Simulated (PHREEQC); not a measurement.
A column of 0.1 m (40 cells, dispersivity 0.0035 m, 300 s a shift, diffusion coefficient 3e-10 m²/s) holds 0.043 eq of the database's cation exchanger X per kg of pore water, first in equilibrium with 0.0068 mol/kgw KBr, 0.049 mol/kgw CaCl2, 0.0022 mol/kgw LiCl and 1e-05 mol/kgw HCl. It is flushed with 0.03 mol CdCl2, 0.00039 mol SrCl2 and 1e-05 mol HCl per kg of water, at 40 °C. Values are for the last cell. No CO2 enters from the air. No solid was allowed to form.

The series has 33 steps of pore volumes, from 0 to 4.013.

All values are PHREEQC results (ion-association model, phreeqc.dat), not measurements.

### Question
After how many pore volumes does Cd at the outlet first reach half of its feed value?

### Answer
By 1.5 pore volumes.

### Question
After how many pore volumes does Sr at the outlet first reach half of its feed value?

### Answer
By 3.8 pore volumes.

Away from 25 °C the constants follow the database's enthalpies or fits; those with neither stay at their 25 °C values.
